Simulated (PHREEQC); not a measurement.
A solution holds 1.8 mmol/kgw NH4HF2, 0.075 mmol/kgw (NH4)2SiF6, 2.8 mmol/kgw HBF4 and 7 mmol/kgw HCl, at 25 °C. Closed to the air; pH follows from the charge balance.

All values are PHREEQC results (ion-association model, phreeqc.dat), not measurements.

Each row changes one thing in this solution. Precipitation was switched off in this run.

```
case                           pH  ionic strength (mol/kgw)  HF (mol/kgw)  F- (mol/kgw)  HF2- (mol/kgw)  NH3 (mol/kgw)
---------------------------  ----  ------------------------  ------------  ------------  --------------  -------------
as made                      2.13                    0.0101       0.00524      0.000530         1.06e-5       1.35e-10
diluted 2-fold with water    2.42                   0.00513       0.00341      0.000640         8.38e-6       1.33e-10
0.00021 mol/kgw NaBF4 added  2.13                    0.0103       0.00530      0.000538         1.09e-5       1.35e-10
HBF4 left out                2.28                   0.00766       0.00319      0.000450         5.51e-6       1.94e-10
0.00046 mol/kgw HBr added    2.11                    0.0105       0.00528      0.000509         1.03e-5       1.28e-10
(NH4)2SiF6 left out          2.13                   0.00985       0.00524      0.000528         1.06e-5       1.25e-10
```

SiF6-2 is the database's only silicon fluoride. Real BF4- forms and hydrolyses slowly; the run takes it at equilibrium.
